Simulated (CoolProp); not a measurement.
CH3F (R41) along the isobar 1.37 MPa: fugacity coefficient from the reference equation and from simpler models built on Tc = 317.3 K, pc = 5.906 MPa, ω = 0.200; each cubic takes its own stable root.

Model: reference Helmholtz-energy equation of state, Lemmon 2006, in CoolProp. It is a short technical equation, of lower accuracy than the large ones.

```tsv
T (K)	phase	reference
264.7	gas	0.8347
278	gas	0.8608
291.4	gas	0.8814
304.8	gas	0.8979
318.1	gas	0.9114
331.5	gas	0.9226
344.8	gas	0.9320
358.2	gas	0.9401
371.6	gas	0.9469
384.9	gas	0.9528
398.3	gas	0.9580
411.6	gas	0.9624
425	gas	0.9664
```

Task: How far does each simpler model (Redlich-Kwong, Peng-Robinson) lie from the reference over these 13 states: mean and median of the absolute difference, and the worst?

Result: 
- Redlich-Kwong: mean 1.2 %, median 0.7 %, worst +4.2 % at 264.7 K and 1.37 MPa
- Peng-Robinson: mean 0.5 %, median 0.2 %, worst +2.3 % at 264.7 K and 1.37 MPa
